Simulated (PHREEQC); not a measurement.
Consider water at 25 °C with 0.045 mol Cu(NO3)2, 0.013 mol HNO3 and 0.075 mol FeCl3 per kg of water. Closed to the air; pH follows from the charge balance.

Computed with PHREEQC (ion-association model, phreeqc.dat).

Precipitation was switched off in this run.

Problem. What pH, ionic strength, activity of water does the model give?

Solution. pH 1.75; ionic strength 0.446 mol/kgw; activity of water 0.993.

Problem. In which forms is Fe present?

Solution. FeCl+2 47 %, Fe+3 33 %, FeCl2+ 7.7 %, Fe2(OH)2+4 7.4 %, FeOH+2 4.9 %, Fe3(OH)4+5 0.6 % of the Fe.

Examples of supersaturated solids here: Hematite (slow to form), Goethite (slow to form). Others may be too.
